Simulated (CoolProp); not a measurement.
The fluid at 298.15 K and 0.0222 MPa is throttled through a valve to 0.00168 MPa with no heat exchange. The same conditions are run with several fluids, on thermodynamics alone (safety and materials aside).

Values from CoolProp's reference Helmholtz-energy equation of state of each fluid (R1233zd(E): Akasaka 2022; the fluoroketone C6F12O (FK-5-1-12): McLinden 2015; hydrogen chloride: Thol 2018; C3F8 (R218): Lemmon 2006; normal hydrogen: Leachman 2009).

```json
[
 {"fluid": "R1233zd(E)", "temperature change (K)": "-0.6", "final density (kg/m³)": "0.0887"},
 {"fluid": "the fluoroketone C6F12O (FK-5-1-12)", "temperature change (K)": "-0.6", "final density (kg/m³)": "0.215"},
 {"fluid": "hydrogen chloride", "temperature change (K)": "-0.3", "final density (kg/m³)": "0.0247"},
 {"fluid": "C3F8 (R218)", "temperature change (K)": "-0.3", "final density (kg/m³)": "0.128"},
 {"fluid": "normal hydrogen", "temperature change (K)": "+0.0", "final density (kg/m³)": "0.00137"}
]
```
